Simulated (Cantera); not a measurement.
## Thermodynamics of oxide etching and cleaning by halides, feed CaO + HCl + N2 + Cl2

Input: 1 mol CaO, 15 mol HCl, 0.61 mol N2, a varied amount of Cl2, equilibrated at 1875 K and 3.00 Pa.

Cantera equilibrium calculation (NASA polynomials, part measured and part estimated; ideal gas, pure solids and liquids). Candidate condensed phases: Ca, CaCl2, CaO, Ca(OH)2, H2O, NH4Cl; 36 gas species. Rates play no part.

From 5.9 mol Cl2 to 31 mol Cl2 nothing is condensed. The main Ca-bearing gas is CaCl2 throughout.

```csv
n(Cl2) (mol),x Cl,x HCl,x CaCl2,x H2O,x N2,x H,x H2,x O2
5.9,0.434,0.455,0.0358,0.0252,0.0218,0.0114,0.00905,0.00286
7.8,0.492,0.415,0.0316,0.0188,0.0193,0.00914,0.00584,0.00385
10,0.546,0.374,0.0279,0.0136,0.0170,0.00743,0.00385,0.00460
13,0.605,0.329,0.0239,0.00895,0.0146,0.00590,0.00243,0.00504
18,0.676,0.272,0.0193,0.00490,0.0118,0.00437,0.00133,0.00500
23,0.726,0.232,0.0162,0.00295,0.00986,0.00346,0.000835,0.00463
31,0.781,0.186,0.0129,0.00152,0.00783,0.00259,0.000467,0.00394
```
x: gas mole fraction; nothing condenses.
